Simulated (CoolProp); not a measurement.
Vapour pressure (MPa) of normal hydrogen: the reference equation beside estimates from Tc = 33.1 K, pc = 1.296 MPa, ω = -0.219. Clausius-Clapeyron is anchored at 25.2 K with a constant enthalpy of vaporisation of 0.8195 kJ/mol.

Model: reference Helmholtz-energy equation of state, Leachman 2009, in CoolProp.

| T (K) | reference | Lee-Kesler | Clausius-Clapeyron | van der Waals | Redlich-Kwong | Peng-Robinson |
|---|---|---|---|---|---|---|
| 21 | 0.1215 | 0.1216 | 0.1531 | 0.1531 | 0.04600 | 0.1238 |
| 22.1 | 0.1633 | 0.1635 | 0.1934 | 0.2018 | 0.07416 | 0.1676 |
| 23.1 | 0.2094 | 0.2095 | 0.2346 | 0.2541 | 0.1092 | 0.2159 |
| 24.2 | 0.2699 | 0.2700 | 0.2848 | 0.3211 | 0.1602 | 0.2791 |
| 25.2 | 0.3348 | 0.3348 | 0.3348 | 0.3911 | 0.2195 | 0.3465 |
| 26.3 | 0.4180 | 0.4178 | 0.3943 | 0.4785 | 0.3008 | 0.4324 |
| 27.3 | 0.5053 | 0.5050 | 0.4523 | 0.5679 | 0.3909 | 0.5219 |
| 28.4 | 0.6154 | 0.6149 | 0.5202 | 0.6777 | 0.5096 | 0.6338 |
| 29.4 | 0.7292 | 0.7287 | 0.5853 | 0.7881 | 0.6367 | 0.7482 |
| 30.5 | 0.8710 | 0.8708 | 0.6606 | 0.9216 | 0.7992 | 0.8891 |
| 31.5 | 1.016 | 1.017 | 0.7319 | 1.054 | 0.9689 | 1.031 |
| 32.6 | 1.197 | 1.198 | 0.8134 | 1.213 | 1.181 | 1.204 |

Absolute difference from the reference over all 12 rows, mean and median: Lee-Kesler 0.1 and 0.1 %, Clausius-Clapeyron 16.5 and 17.0 %, van der Waals 13.6 and 13.4 %, Redlich-Kwong 27.9 and 25.3 %, Peng-Robinson 2.6 and 2.8 %.
